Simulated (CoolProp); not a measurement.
Vapour-liquid equilibrium of n-butane (1) + cis-2-butene (2) at 6.51 bar; x and y are mole fractions of (1).

Model: multi-fluid Helmholtz-energy mixture model, Bücker 2006 and Lemmon 2005; pair parameters Bell 2016, in CoolProp.

| x | bubble temperature (K) | y at the bubble point | dew temperature at overall composition x (K) | liquid density (mol/L) |
|---|---|---|---|---|
| 0.05 | 337.5 | 0.057 | 337.5 | 10.01 |
| 0.125 | 337.0 | 0.139 | 337.1 | 9.932 |
| 0.2 | 336.5 | 0.219 | 336.6 | 9.855 |
| 0.275 | 336.1 | 0.296 | 336.2 | 9.778 |
| 0.35 | 335.8 | 0.371 | 335.9 | 9.702 |
| 0.425 | 335.5 | 0.445 | 335.6 | 9.627 |
| 0.5 | 335.2 | 0.518 | 335.3 | 9.553 |
| 0.575 | 335.0 | 0.591 | 335.0 | 9.480 |
| 0.65 | 334.7 | 0.663 | 334.8 | 9.408 |
| 0.725 | 334.5 | 0.735 | 334.6 | 9.337 |
| 0.8 | 334.4 | 0.807 | 334.4 | 9.267 |
| 0.875 | 334.2 | 0.880 | 334.2 | 9.198 |
| 0.95 | 334.1 | 0.952 | 334.1 | 9.130 |

No azeotrope shows between x = 0.05 and 0.95.

The pair parameters rest on a limited set of measurements; away from them the model extrapolates.
